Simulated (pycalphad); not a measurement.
CALPHAD calculation (pycalphad, COST 507 light-alloy database (1999)), 1 atm. The data set is of 1999 and partly superseded. Amounts are mole fractions of atoms.

**Question.** Give the equilibrium state of Si-93.7Cu (wt.%) at 357 °C.

**Answer.** FCC_A1, fraction 0.621, with 97.0 Cu wt.%; CU19SI6_ETA, fraction 0.379, with 87.8 Cu wt.%.

**Question.** Give the equilibrium state of Si-93.7Cu (wt.%) at 517 °C.

**Answer.** CU56SI11_GAMMA, fraction 0.575, with 92.0 Cu wt.%; FCC_A1, fraction 0.425, with 95.9 Cu wt.%.

Database names, with the compositions (at.%) that they take in these runs: CU56SI11_GAMMA: Cu 84 Si 16; CU19SI6_ETA: Cu 76 Si 24. FCC_A1 is fcc.
